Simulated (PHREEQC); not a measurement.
## Brine: an equilibrium model

Solution (25 °C): 160 mmol/kgw KOH, 190 mmol/kgw NaHCO3 and 0.68 mmol/kgw KBr. Closed to the air; pH follows from the charge balance.

Computed with PHREEQC (ion-association model, wateq4f.dat).

- pH = 10.40
- ionic strength = 0.389 mol/kgw
- activity of water = 0.992
- total alkalinity = 350 meq/kg

| species | molality | activity | log γ |
|---|---|---|---|
| K+ | 0.161 | 0.106 | -0.179 |
| Na+ | 0.129 | 0.0921 | -0.146 |
| CO3-2 | 0.0995 | 0.0248 | -0.604 |
| NaCO3- | 0.0601 | 0.0425 | -0.151 |
| HCO3- | 0.0294 | 0.0208 | -0.151 |
| NaHCO3 | 0.000984 | 0.00108 | 0.039 |
| Br- | 0.000680 | 0.000497 | -0.136 |
| OH- | 0.000387 | 0.000252 | -0.185 |
| CO2 | 1.69e-6 | 1.85e-6 | 0.039 |

No solid was allowed to form. Species that the database lacks are ignored.
